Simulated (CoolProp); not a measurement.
Vapour-liquid equilibrium of acetone (1) + toluene (2) at 452.2 K; x and y are mole fractions of (1).

The numbers come from the multi-fluid Helmholtz-energy mixture model, Lemmon 2006 and Lemmon 2006; pair parameters Bell 2016 in CoolProp.

```tsv
x	bubble pressure, mixture model (bar)	bubble pressure, Raoult's law (bar)	y, mixture model	y, Raoult's law
0.05	6.007	5.797	0.175	0.168
0.125	7.289	6.878	0.347	0.354
0.2	8.466	7.959	0.464	0.490
0.275	9.566	9.040	0.551	0.593
0.35	10.61	10.12	0.620	0.674
0.425	11.62	11.20	0.678	0.739
0.5	12.61	12.28	0.728	0.793
0.575	13.59	13.36	0.774	0.839
0.65	14.58	14.44	0.817	0.877
0.725	15.58	15.52	0.857	0.910
0.8	16.60	16.61	0.897	0.939
0.875	17.65	17.69	0.936	0.964
0.95	18.74	18.77	0.974	0.986
```

The largest gap from Raoult's law is +6.4 % in bubble pressure, at x = 0.2. No azeotrope shows between x = 0.05 and 0.95.

Pair parameters are fitted to limited data, so mixtures are less certain than the pure fluids.
